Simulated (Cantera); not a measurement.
## Carbothermic reduction: Cu2O + CO + N2

Feed: 1 mol Cu2O, 0.72 mol CO, 0.18 mol N2, at 8.50 bar.

Equilibrium computed with Cantera from the NASA thermochemical tables; the gas is ideal and each condensed phase is pure. Candidate condensed phases: C, Cu, CuO, Cu2O; 27 gas species. Each liquid is taken as pure. Mutual solubility and eutectic melting of coexisting phases are not modelled. Equilibrium is a limit: real reactors are often held back by kinetics, nucleation or transport.

| T (°C) | x CO2 | x N2 | x CO | x O2 | x Cu | x NO | x O | x CuO | n Cu(s) | n Cu2O(s) | n Cu(l) | n Cu2O(l) |
|---|---|---|---|---|---|---|---|---|---|---|---|---|
| 527 | 0.800 | 0.200 | 1.52e-7 | <1e-12 | <1e-12 | <1e-12 | <1e-12 | <1e-12 | 1.44 | 0.280 | 0 | 0 |
| 677 | 0.800 | 0.200 | 2.30e-6 | 1.47e-12 | <1e-12 | 2.34e-11 | <1e-12 | <1e-12 | 1.44 | 0.280 | 0 | 0 |
| 827 | 0.800 | 0.200 | 1.67e-5 | 4.80e-10 | 7.00e-11 | 2.05e-9 | <1e-12 | <1e-12 | 1.44 | 0.280 | 0 | 0 |
| 977 | 0.800 | 0.200 | 7.61e-5 | 3.79e-8 | 5.45e-9 | 6.04e-8 | 4.62e-12 | 1.04e-12 | 1.44 | 0.280 | 0 | 0 |
| 1127 | 0.800 | 0.200 | 0.000234 | 1.32e-6 | 1.59e-7 | 9.16e-7 | 3.73e-10 | 1.29e-10 | 0 | 0.280 | 1.44 | 0 |
| 1277 | 0.799 | 0.200 | 0.000553 | 2.51e-5 | 2.18e-6 | 8.54e-6 | 1.35e-8 | 5.94e-9 | 0 | 0 | 1.44 | 0.280 |
| 1427 | 0.798 | 0.200 | 0.00161 | 0.000136 | 1.87e-5 | 3.72e-5 | 1.79e-7 | 9.53e-8 | 0 | 0 | 1.44 | 0.281 |
| 1577 | 0.795 | 0.200 | 0.00398 | 0.000546 | 0.000112 | 0.000126 | 1.55e-6 | 9.51e-7 | 0 | 0 | 1.43 | 0.282 |
| 1727 | 0.789 | 0.199 | 0.00859 | 0.00174 | 0.000507 | 0.000350 | 9.57e-6 | 6.58e-6 | 0 | 0 | 1.43 | 0.284 |
| 1877 | 0.778 | 0.198 | 0.0166 | 0.00461 | 0.00185 | 0.000836 | 4.55e-5 | 3.41e-5 | 0 | 0 | 1.43 | 0.286 |
| 2027 | 0.757 | 0.196 | 0.0293 | 0.0106 | 0.00565 | 0.00176 | 0.000175 | 0.000141 | 0 | 0 | 1.42 | 0.286 |
| 2177 | 0.721 | 0.190 | 0.0472 | 0.0217 | 0.0150 | 0.00332 | 0.000570 | 0.000481 | 0 | 0 | 1.43 | 0.279 |
| 2327 | 0.665 | 0.181 | 0.0695 | 0.0404 | 0.0355 | 0.00572 | 0.00160 | 0.00141 | 0 | 0 | 1.44 | 0.260 |
x: gas mole fraction; n: condensed amount in mol.

From 527 °C to 977 °C the condensed part is Cu(s) + Cu2O(s). At 1127 °C the condensed part is Cu(l) + Cu2O(s). From 1277 °C to 2327 °C the condensed part is Cu(l) + Cu2O(l).
